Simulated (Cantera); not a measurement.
A Cantera script and its output.

```python
import numpy as np
import cantera as ct

gas = ct.Solution("gri30.yaml")
gas.TPX = 1950, 38, {'C2H6': 1, 'N2': 1.3, 'H2O': 0.0042}
inlet = ct.Reservoir(gas, clone=True)

reactor = ct.IdealGasConstPressureReactor(gas, energy="off", clone=False)
exhaust = ct.Reservoir(gas, clone=True)
tau = [10, 4.9, 2.4, 1.2, 0.58, 0.29, 0.14, 0.07, 0.034, 0.017, 0.0083][0]
for a, b in ((inlet, reactor), (reactor, exhaust)):
    ct.MassFlowController(a, b, mdot=lambda t: reactor.mass / tau)
net = ct.ReactorNet([reactor])
show = ['C2H6', 'H', 'C2H2', 'CH3', 'C2H4', 'C2H']

rows = []
print(f"{'tau/s':>10s}{'T/K':>9s}" + "".join(f"{s:>11s}" for s in show))
for tau in [10, 4.9, 2.4, 1.2, 0.58, 0.29, 0.14, 0.07, 0.034, 0.017, 0.0083]:
    net.initial_time = 0.0
    net.advance(30 * tau)
    before = gas.X
    net.advance(40 * tau)
    drift = np.max(np.abs(gas.X - before) / (gas.X + 1e-9))
    rows.append([gas.T, *gas[show].X, drift])
    print(f"{tau:10.3e}{gas.T:9.1f}" + "".join(f"{x:11.3e}" for x in gas[show].X))
```

Result:

```
     tau/s      T/K       C2H6          H       C2H2        CH3       C2H4        C2H
 1.000e+01   1950.0  2.876e-05  5.521e-03  2.264e-01  2.944e-03  2.269e-04  4.393e-05
 4.900e+00   1950.0  5.905e-05  5.536e-03  2.244e-01  4.348e-03  4.533e-04  4.434e-05
 2.400e+00   1950.0  1.202e-04  5.677e-03  2.214e-01  6.414e-03  8.827e-04  4.586e-05
 1.200e+00   1950.0  2.383e-04  5.908e-03  2.173e-01  9.348e-03  1.648e-03  4.820e-05
 5.800e-01   1950.0  4.866e-04  6.223e-03  2.112e-01  1.384e-02  3.104e-03  5.139e-05
 2.900e-01   1950.0  9.606e-04  6.561e-03  2.031e-01  2.002e-02  5.560e-03  5.486e-05
 1.400e-01   1950.0  1.966e-03  6.914e-03  1.910e-01  2.927e-02  1.002e-02  5.852e-05
 7.000e-02   1950.0  3.904e-03  7.197e-03  1.750e-01  4.157e-02  1.708e-02  6.127e-05
 3.400e-02   1950.0  8.024e-03  7.368e-03  1.521e-01  5.902e-02  2.863e-02  6.196e-05
 1.700e-02   1950.0  1.610e-02  7.321e-03  1.230e-01  8.102e-02  4.435e-02  5.848e-05
 8.300e-03   1950.0  3.299e-02  6.944e-03  8.608e-02  1.088e-01  6.309e-02  4.820e-05
```

Model: GRI-Mech 3.0 (53 species, 325 reactions), integrated in Cantera. GRI-Mech 3.0 stops at C3 and has no aromatics, soot or wall deposition, so with more carbon than oxygen in the feed, carbon stays in small species such as C2H2 where larger ones or solid carbon would form. Radical loss at walls, strong at low pressure, is not modelled.
